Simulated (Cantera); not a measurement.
A closed system holds: 1 mol PbO, 17 mol H2, at 727 °C and 13.3 mbar.

Cantera equilibrium calculation (NASA polynomials, part measured and part estimated; ideal gas, pure solids and liquids). Candidate condensed phases: H2O, Pb, PbO, PbO2, Pb3O4; 12 gas species. Kinetics and transport are ignored.

Task: What is the equilibrium state?

Result: x(H2): 0.940
x(H2O): 0.0588
x(Pb): 0.00121
n(Pb(l)): 0.979 mol
gas amount: 17.02 mol
log10 activity of PbO2(s) (absent): -18.43
